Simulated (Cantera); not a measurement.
A closed system holds: 1 mol SiCl4, 0.86 mol Cl2, 19 mol H2, at 623 K and 1.60 bar.

Method: chemical equilibrium by Gibbs-energy minimisation in Cantera with the NASA 1993 tables (ideal gas, pure condensed phases). Candidate condensed phases: Si; 19 gas species. Equilibrium is a limit: real reactors are often held back by kinetics, nucleation or transport.

Base state: H2 0.870, HCl 0.0825, SiCl4 0.0479, SiHCl3 2.34e-5 (mole fractions); condensed: gas only.

Task: What changes in the equilibrium state with this change: temperature from 623 K to 948 K?

Result: 
```
species   before    after
-------  -------  -------
H2         0.870    0.867
HCl       0.0825   0.0846
SiCl4     0.0479   0.0458
SiCl3      <1e-9  1.54e-5
SiHCl3   2.34e-5  0.00211
```
The tables' values for SiCl3 are old estimates; treat these amounts as uncertain.

Task: What changes in the equilibrium state with this change: temperature from 623 K to 1450 K?

Result: 
```json
[
 {"species": "H2", "before": "0.870", "after": "0.828"},
 {"species": "HCl", "before": "0.0825", "after": "0.125"},
 {"species": "SiCl4", "before": "0.0479", "after": "0.0167"},
 {"species": "SiCl2", "before": "<1e-9", "after": "0.0125"},
 {"species": "SiCl3", "before": "<1e-9", "after": "0.00756"},
 {"species": "SiH2Cl2", "before": "<1e-9", "after": "0.000842"}
]
```
The tables' values for SiCl3 are old estimates; treat these amounts as uncertain.
